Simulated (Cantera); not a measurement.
Charge: 1 mol c-C4F8, 2.8 mol F2, equilibrated at 2627 °C and 18.0 mbar.

These are equilibrium values from Cantera (NASA tables, ideal gas, pure condensed phases), not measurements of a reactor. Candidate condensed phases: C; 13 gas species. The feed counts by its element totals alone. Rates play no part.

Base state: F 0.801, CF2 0.116, CF 0.0747, C3 0.00575, C 0.00105, C2 0.000572, CF3 0.000415, C5 7.69e-5 (mole fractions); condensed: C(graphite).

**Question.** What changes in the equilibrium state with this change: temperature from 2627 °C to 1875 °C?

**Answer.** 
| species | before | after |
|---|---|---|
| CF4 | 7.61e-5 | 0.690 |
| CF2 | 0.116 | 0.216 |
| F | 0.801 | 0.0780 |
| CF | 0.0747 | 0.000713 |
| CF3 | 0.000415 | 0.0152 |
| C2 | 0.000572 | 3.95e-9 |
| C3 | 0.00575 | 4.56e-8 |
| C5 | 7.69e-5 | <1e-9 |
| C | 0.00105 | 3.29e-8 |
| C(graphite), mol | 1.41 | 0.220 |
The tables' values for C2F4 are old estimates; treat these amounts as uncertain. Gases not in the tables: C2F6 and larger saturated fluorocarbons.
